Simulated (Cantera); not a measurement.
**Thermodynamics of chemical vapour transport, feed Fe3O4 + HCl**

Input: 1 mol Fe3O4, 1.2 mol HCl, at 10.5 Torr.

These are equilibrium values from Cantera (NASA tables, ideal gas, pure condensed phases), not measurements of a reactor. Candidate condensed phases: Fe, FeCl2, FeCl3, FeO, Fe(OH)2, Fe(OH)3, Fe2O3, Fe3O4, H2O; 22 gas species. Mutual solubility and eutectic melting of coexisting phases are not modelled. The numbers say what is thermodynamically allowed, not how fast it happens.

| T (K) | x HCl | x H2O | x FeCl2 | x Cl | x O2 | x FeCl3 | x Cl2 | n Fe2O3(s) | n Fe3O4(s) |
|---|---|---|---|---|---|---|---|---|---|
| 1198 | 0.841 | 0.0810 | 0.0704 | 0.000943 | 2.91e-5 | 0.00629 | 0.000581 | 0.0766 | 0.918 |
| 1273 | 0.809 | 0.0962 | 0.0847 | 0.00293 | 0.000470 | 0.00584 | 0.00128 | 0.0848 | 0.907 |
| 1348 | 0.770 | 0.111 | 0.0971 | 0.00794 | 0.00553 | 0.00526 | 0.00251 | 0.0505 | 0.925 |
| 1423 | 0.713 | 0.133 | 0.119 | 0.0135 | 0.0150 | 0.00362 | 0.00224 | 0 | 0.950 |
| 1498 | 0.651 | 0.161 | 0.147 | 0.0179 | 0.0192 | 0.00219 | 0.00135 | 0 | 0.939 |
| 1573 | 0.589 | 0.189 | 0.175 | 0.0226 | 0.0229 | 0.00133 | 0.000820 | 0 | 0.927 |
| 1648 | 0.529 | 0.215 | 0.200 | 0.0274 | 0.0261 | 0.000812 | 0.000502 | 0 | 0.916 |
| 1723 | 0.473 | 0.240 | 0.224 | 0.0324 | 0.0288 | 0.000504 | 0.000313 | 0 | 0.906 |
x: gas mole fraction; n: condensed amount in mol.

From 1198 K to 1348 K the condensed part is Fe2O3(s) + Fe3O4(s). From 1423 K to 1723 K the condensed part is Fe3O4(s). The main Fe-bearing gas is FeCl2 throughout. The share of Fe in condensed phases is highest at 1198 K (96.9 %) and lowest at 1723 K (90.6 %).
